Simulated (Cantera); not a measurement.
Feed: 1 mol Ti(OiPr)4, 0.35 mol C3H8, equilibrated at 1900 K and 0.0100 bar.

Method: chemical equilibrium by Gibbs-energy minimisation in Cantera with the NASA 1993 tables (ideal gas, pure condensed phases). Candidate condensed phases: C, C6H6, C7H8, C8H18, H2O, Ti, TiC, TiO, TiO2, Ti2O3, Ti3O5, Ti4O7; 113 gas species. The feed counts by its element totals alone. TiC: taken at fixed stoichiometry. Equilibrium is a limit: real reactors are often held back by kinetics, nucleation or transport.

Base state: H2 0.787, CO 0.205, H 0.00704, C2H2 (acetylene) 0.000301 (mole fractions); condensed: C(graphite) + TiC(s).

Problem. What changes in the equilibrium state with this change: temperature from 1900 K to 2148 K?

Solution. 
| species | before | after |
|---|---|---|
| H2 | 0.787 | 0.760 |
| CO | 0.205 | 0.202 |
| H | 0.00704 | 0.0363 |
| C2H2 (acetylene) | 0.000301 | 0.00145 |
| C(graphite), mol | 8.04 | 7.99 |
| TiC(s), mol | 1.00 | 1.000 |
